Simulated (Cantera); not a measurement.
Input: 1 mol B, 0.015 mol HCl, 0.038 mol H2, held at 0.133 bar.

These are equilibrium values from Cantera (NASA tables, ideal gas, pure condensed phases), not measurements of a reactor. Candidate condensed phases: B; 13 gas species. Gases not in the tables: BHCl2. Equilibrium is a limit: real reactors are often held back by kinetics, nucleation or transport.

Over these rows the condensed part is B(s). Partial pressures as log10 of bar:

```
T (K)  1000/T (1/K)  log p Cl  log p H2  log p HCl  log p BCl3
-----  ------------  --------  --------  ---------  ----------
1325         0.7547     -7.00     -0.98      -1.62       -2.31
1375         0.7273         ?     -0.99      -1.59       -2.38
1425         0.7018     -6.32     -0.99      -1.56       -2.44
1475         0.6780     -6.02     -0.99      -1.54       -2.52
1525         0.6557     -5.74     -1.00      -1.52       -2.59
1575         0.6349     -5.48     -1.00      -1.50       -2.67
```

Question: Fit log p(Cl) = a + b·(1000/T) to the five rows, give the apparent enthalpy, and predict the row at 1375 K.

Answer: Means: 1000/T = 0.6850, log p = -6.112. Sxy = -0.108595, Sxx = 0.0085578, so b = -12.69 and a = -6.112 − (-12.69)×0.6850 = 2.58.
Apparent enthalpy: −19.145 × (-12.69) = 243 kJ/mol. With the condensed phases at unit activity, 1/3 BCl3(g) = Cl(g) + 1/3 B(s) links this pressure to the main gases: over the six rows their terms move log p by -0.12 in all, so the slope isn't that reaction's ΔH° alone. The five rows lie within 0.01 of the line.
Prediction at 1375 K: 2.58 + (-12.69)×0.7273 = -6.65. The computed value is -6.64, 0.01 from the line.
